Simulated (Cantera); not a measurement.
An adiabatic, constant-pressure homogeneous reactor starts with H2 : O2 : N2 = 1 : 0.862 : 3.24 (molar parts), at 1225 K and 0.681 atm.

Cantera simulation using the H2/O2 subset of GRI-Mech 3.0, which has no nitrogen chemistry; the numbers are that mechanism's predictions, not measurements.

**Question.** Predict: time of steepest temperature rise; temperature at 2.00 s; equilibrium temperature; x(H2) at 2.00 s; x(O2) at 2.00 s; x(H2O2) at 2.00 s; x(H) at 2.00 s; x(HO2) at 2.00 s.

**Answer.** 
| Quantity | Value |
|---|---|
| time of steepest temperature rise | 58.6 µs |
| temperature at 2.00 s | 2474 K |
| equilibrium temperature | 2474 K |
| x(H2) at 2.00 s | 0.00468 (gas-phase equilibrium 0.00468) |
| x(O2) at 2.00 s | 0.0746 (gas-phase equilibrium 0.0746) |
| x(H2O2) at 2.00 s | 3.05e-7 (gas-phase equilibrium 3.05e-7) |
| x(H) at 2.00 s | 0.00186 (gas-phase equilibrium 0.00186) |
| x(HO2) at 2.00 s | 7.94e-6 (gas-phase equilibrium 7.94e-6) |
